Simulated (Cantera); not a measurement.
A closed system holds: 1 mol H2O, 0.26 mol SO2, at 0.680 bar.

Method: chemical equilibrium by Gibbs-energy minimisation in Cantera with the NASA 1993 tables (ideal gas, pure condensed phases). Candidate condensed phases: H2O, H2SO4, S; 34 gas species. Ions and electrons are included (thermal ionisation). Equilibrium is a limit: real reactors are often held back by kinetics, nucleation or transport.

x: gas mole fraction; nothing condenses.

```json
[
 {"T (K)": "3000", "x H": "0.0633", "x H2O": "0.475", "x O": "0.0325", "x OH": "0.0915", "x SO2": "0.128", "x H2": "0.109", "x O2": "0.0559", "x S": "0.00273", "x SO": "0.0408"},
 {"T (K)": "3500", "x H": "0.254", "x H2O": "0.143", "x O": "0.156", "x OH": "0.133", "x SO2": "0.0374", "x H2": "0.126", "x O2": "0.0683", "x S": "0.0183", "x SO": "0.0612"},
 {"T (K)": "4000", "x H": "___", "x H2O": "___", "x O": "___", "x OH": "___", "x SO2": "___", "x H2": "___", "x O2": "___", "x S": "___", "x SO": "___"},
 {"T (K)": "4500", "x H": "0.506", "x H2O": "___", "x O": "0.379", "x OH": "___", "x SO2": "___", "x H2": "___", "x O2": "___", "x S": "0.0626", "x SO": "___"},
 {"T (K)": "5000", "x H": "0.522", "x H2O": "6.71e-5", "x O": "0.395", "x OH": "0.00632", "x SO2": "1.05e-5", "x H2": "0.00447", "x O2": "0.00217", "x S": "0.0671", "x SO": "0.00222"}
]
```

### Question
What belongs in the gaps?

### Answer

- 4500, x H2O: 0.000818
- 4500, x OH: 0.0199
- 4500, x SO2: 0.000172
- 4500, x H2: 0.0146
- 4500, x O2: 0.00788
- 4500, x SO: 0.00838
- 4000, x H: 0.443
- 4000, x H2O: 0.0134
- 4000, x O: 0.312
- 4000, x OH: 0.0659
- 4000, x SO2: 0.00340
- 4000, x H2: 0.0525
- 4000, x O2: 0.0299
- 4000, x S: 0.0463
- 4000, x SO: 0.0308
